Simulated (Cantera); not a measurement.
A closed system holds: 1 mol n-butane, 0.31 mol H2O, equilibrated at 370 Pa.

Method: chemical equilibrium by Gibbs-energy minimisation in Cantera with the NASA 1993 tables (ideal gas, pure condensed phases). Candidate condensed phases: C, C6H6, C7H8, C8H18, H2O; 110 gas species. Equilibrium is a limit: real reactors are often held back by kinetics, nucleation or transport.

x: gas mole fraction; n: condensed amount in mol.

```json
[
 {"T (°C)": "300", "x H2": "0.627", "x CH4": "0.299", "x H2O": "0.0714", "x CO": "0.000424", "x CO2": "…", "x H": "<1e-12", "x C2H2 (acetylene)": "<1e-12", "n C(graphite)": "2.76"},
 {"T (°C)": "400", "x H2": "0.900", "x CH4": "0.0457", "x H2O": "0.0384", "x CO": "0.0106", "x CO2": "…", "x H": "<1e-12", "x C2H2 (acetylene)": "<1e-12", "n C(graphite)": "3.68"},
 {"T (°C)": "500", "x H2": "0.939", "x CH4": "0.00691", "x H2O": "0.00744", "x CO": "0.0450", "x CO2": "…", "x H": "1.45e-11", "x C2H2 (acetylene)": "<1e-12", "n C(graphite)": "3.70"},
 {"T (°C)": "600", "x H2": "0.943", "x CH4": "0.00148", "x H2O": "0.000805", "x CO": "0.0542", "x CO2": "…", "x H": "7.47e-10", "x C2H2 (acetylene)": "2.09e-11", "n C(graphite)": "3.69"},
 {"T (°C)": "700", "x H2": "0.944", "x CH4": "0.000424", "x H2O": "0.000120", "x CO": "0.0550", "x CO2": "…", "x H": "1.73e-8", "x C2H2 (acetylene)": "5.08e-10", "n C(graphite)": "3.69"},
 {"T (°C)": "800", "x H2": "0.945", "x CH4": "0.000152", "x H2O": "2.51e-5", "x CO": "0.0551", "x CO2": "…", "x H": "2.24e-7", "x C2H2 (acetylene)": "6.78e-9", "n C(graphite)": "3.69"},
 {"T (°C)": "900", "x H2": "0.945", "x CH4": "6.42e-5", "x H2O": "6.84e-6", "x CO": "0.0552", "x CO2": "…", "x H": "1.88e-6", "x C2H2 (acetylene)": "5.79e-8", "n C(graphite)": "3.69"},
 {"T (°C)": "1000", "x H2": "0.945", "x CH4": "3.10e-5", "x H2O": "2.29e-6", "x CO": "0.0552", "x CO2": "…", "x H": "1.14e-5", "x C2H2 (acetylene)": "3.51e-7", "n C(graphite)": "3.69"},
 {"T (°C)": "1100", "x H2": "0.945", "x CH4": "1.66e-5", "x H2O": "9.03e-7", "x CO": "0.0552", "x CO2": "…", "x H": "5.32e-5", "x C2H2 (acetylene)": "1.63e-6", "n C(graphite)": "3.69"},
 {"T (°C)": "1200", "x H2": "0.945", "x CH4": "9.69e-6", "x H2O": "4.04e-7", "x CO": "0.0552", "x CO2": "…", "x H": "0.000202", "x C2H2 (acetylene)": "6.15e-6", "n C(graphite)": "3.69"},
 {"T (°C)": "1300", "x H2": "0.944", "x CH4": "6.05e-6", "x H2O": "2.00e-7", "x CO": "0.0551", "x CO2": "…", "x H": "0.000650", "x C2H2 (acetylene)": "1.95e-5", "n C(graphite)": "3.69"}
]
```

### Question
Some entries are withheld; supply them.

### Answer

- 300, x CO2: 0.00197
- 400, x CO2: 0.00554
- 500, x CO2: 0.00183
- 600, x CO2: 0.000124
- 700, x CO2: 1.12e-5
- 800, x CO2: 1.58e-6
- 900, x CO2: 3.14e-7
- 1000, x CO2: 8.09e-8
- 1100, x CO2: 2.56e-8
- 1200, x CO2: 9.53e-9
- 1300, x CO2: 4.04e-9
